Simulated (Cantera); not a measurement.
Input: 1 mol FeS₂, 1.4 mol H₂, a varied amount of N₂, equilibrated at 1227 °C and 13.3 mbar.

Equilibrium computed with Cantera from the NASA thermochemical tables; the gas is ideal and each condensed phase is pure. Candidate condensed phases: Fe, FeS, FeS₂, S; 16 gas species. FeS: taken at fixed stoichiometry. The numbers say what is thermodynamically allowed, not how fast it happens.

Problem. At 17 mol N₂, list the 6 most abundant gas species with their mole fractions, and the condensed phases.

Solution. N₂ 0.901, H₂ 0.0694, S₂ 0.0239, H₂S 0.00450, SH 0.000660, S 5.45e-5. Condensed: FeS(l).
